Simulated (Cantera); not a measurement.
Pyrogenic steam for wet oxidation

A perfectly stirred reactor is fed with H2 : O2 : N2 : H2O = 1.3 : 1 : 0.62 : 0.0038 (molar parts), equivalence ratio 0.65, at 100.0 Torr; it is held at 1250 K, and followed from long to short residence time.

Detailed kinetics in Cantera: GRI-Mech 3.0 (53 species, 325 reactions). The temperature is held fixed by assumption; the heat of reaction is taken as removed at once.

```csv
τ (s),x H2,x O2,x NO,x OH,x HO2,x O
1.2,0.000421,0.154,1.49e-7,0.000746,8.49e-6,0.000104
0.38,0.000905,0.154,1.35e-7,0.00110,1.51e-5,0.000230
0.12,0.00193,0.154,1.73e-7,0.00162,2.40e-5,0.000507
0.039,0.00397,0.154,2.92e-7,0.00239,3.35e-5,0.00108
0.012,0.00827,0.155,5.73e-7,0.00359,4.22e-5,0.00235
0.0040,0.0160,0.158,1.07e-6,0.00521,4.77e-5,0.00475
0.0013,0.0300,0.162,1.83e-6,0.00746,5.04e-5,0.00938
0.00041,0.0534,0.171,2.53e-6,0.0102,4.98e-5,0.0176
0.00013,0.0878,0.186,2.18e-6,0.0125,4.57e-5,0.0275
```
x: mole fraction; the columns are a selection and need not sum to one.
